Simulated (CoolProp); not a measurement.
Vapour-liquid equilibrium of cyclohexane (1) + n-heptane (2) at 20.6 kPa; x and y are mole fractions of (1).

Values from CoolProp's multi-fluid Helmholtz-energy mixture model, Zhou 2014 and Span 2003; pair parameters Bell 2016.

Q: Give the bubble temperature and the first vapour's composition at x = 0.425, 0.575, 0.95. Is there an azeotrope?

A: x = 0.425: 316.6 K, y = 0.595; x = 0.575: 314.2 K, y = 0.727; x = 0.95: 309.3 K, y = 0.973. No azeotrope shows between x = 0.05 and 0.95.

Pair parameters are fitted to limited data, so mixtures are less certain than the pure fluids.
